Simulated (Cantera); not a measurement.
What does this Cantera script print?

```python
import numpy as np
import cantera as ct

gas_names = """
    N NO NO2 NO3 N2 N2O O O2 O3 Ta TaO TaO2
""".split()
cond_names = """
    Ta(cr) Ta(L) Ta2O5(s) Ta2O5(L)
""".split()


# ... load() reads the species with a 1 bar reference pressure and builds the phases ...
atoms = {
    'Ta': {'Ta': 1},
    'O2': {'O': 2},
    'N2': {'N': 2},
    'N2O': {'N': 2, 'O': 1},
}
top_T = {}  # K; cautious upper limits of use, not melting points


# ... equilibrate(T, P, feed) seeds the gas with the atoms and calls Mixture.equilibrate('TP', solver="vcs", rtol=1e-11, max_steps=5000) ...
results = []
feed = {'Ta': 1, 'O2': 5.1, 'N2': 15, 'N2O': 5.3}  # mol
P = 3  # Pa
for T in [825, 925, 1025, 1125, 1225, 1325, 1425, 1525, 1625, 1725, 1825, 1925, 2025]:
    mix = equilibrate(T, P, feed)
    results.append((T, P, feed, dict(zip(mix.species_names, mix.species_moles))))

top = {s: max(r[3][s] / sum(r[3][g] for g in gas_names) for r in results) for s in gas_names}
cols = sorted((s for s in top if top[s] > 0.0001), key=lambda s: -top[s])[:7]
seen = [c for c in cond_names if any(r[3].get(c, 0) > 1e-12 for r in results)]
print("log10 of partial pressures in bar; condensed amounts in mol")
print(f"{'T/K':>10s}" + "".join(f"{s[:9]:>10s}" for s in cols + seen))
for T, P, feed, n in results:
    ng = sum(n[g] for g in gas_names)
    print(f"{T:10.4g}" + "".join(f"{np.log10(max(n[s] / ng * P / 1e5, 1e-99)):10.3f}" for s in cols)
          + "".join(f"{n.get(c, 0):10.4g}" for c in seen))
```

Output:

```
log10 of partial pressures in bar; condensed amounts in mol
       T/K        N2        O2         O        NO      TaO2  Ta2O5(s)
       825    -4.644    -5.138   -15.168   -10.018   -37.569       0.5
       925    -4.644    -5.138   -13.442    -9.392   -32.026       0.5
      1025    -4.644    -5.138   -12.051    -8.888   -27.579       0.5
      1125    -4.644    -5.138   -10.905    -8.474   -23.935       0.5
      1225    -4.644    -5.138    -9.945    -8.128   -20.896       0.5
      1325    -4.644    -5.139    -9.129    -7.834   -18.325       0.5
      1425    -4.644    -5.139    -8.427    -7.581   -16.123       0.5
      1525    -4.644    -5.140    -7.817    -7.361   -14.216       0.5
      1625    -4.645    -5.142    -7.282    -7.170   -12.551       0.5
      1725    -4.646    -5.147    -6.810    -7.002   -11.083       0.5
      1825    -4.648    -5.158    -6.392    -6.857    -9.780    0.4999
      1925    -4.652    -5.181    -6.025    -6.735    -8.613    0.4989
      2025    -4.661    -5.227    -5.705    -6.639    -7.560    0.4873
```

These are equilibrium values from Cantera (NASA tables, ideal gas, pure condensed phases), not measurements of a reactor.
